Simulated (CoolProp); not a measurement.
Vapour-liquid equilibrium of m-xylene (1) + n-decane (2) at 797 kPa; x and y are mole fractions of (1).

Model: multi-fluid Helmholtz-energy mixture model, Zhou 2012 and Lemmon 2006; pair parameters Bell 2016, in CoolProp.

```tsv
x	bubble temperature (°C)	y at the bubble point	dew temperature at overall composition x (°C)	liquid density (mol/L)
0.05	(withheld)	0.076	275.7	3.517
0.2	267.5	0.284	270.5	3.814
0.35	260.9	0.463	265.1	(withheld)
0.5	254.7	0.619	259.5	(withheld)
0.65	249.0	0.753	253.4	4.902
0.8	243.6	0.870	246.9	5.356
0.95	238.5	0.970	239.6	5.872
```

Task: Complete the blanks.

Result: 
- 0.05, bubble temperature (°C): 274.8
- 0.35, liquid density (mol/L): 4.139
- 0.5, liquid density (mol/L): 4.499

No azeotrope shows between x = 0.05 and 0.95.

The pair parameters rest on a limited set of measurements; away from them the model extrapolates.
